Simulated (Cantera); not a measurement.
# Equilibrium for iron carbonyl, mercury and lead vapours: PbO + H2 + N2

Charge: 1 mol PbO, 3.9 mol H2, 34 mol N2, equilibrated at 1000 °C and 10.0 mbar.

Cantera equilibrium calculation (NASA polynomials, part measured and part estimated; ideal gas, pure solids and liquids). Candidate condensed phases: H2O, Pb, PbO, PbO2, Pb3O4; 27 gas species. Equilibrium is a limit: real reactors are often held back by kinetics, nucleation or transport.

| Item | Result |
|---|---|
| x(N2) | 0.874 |
| x(H2) | 0.0745 |
| x(H2O) | 0.0257 |
| x(Pb) | 0.0257 |
| x(H) | 1.95e-6 |
| gas amount | 38.90 mol |
| log10 activity of Pb(l) (absent) | -0.85 |
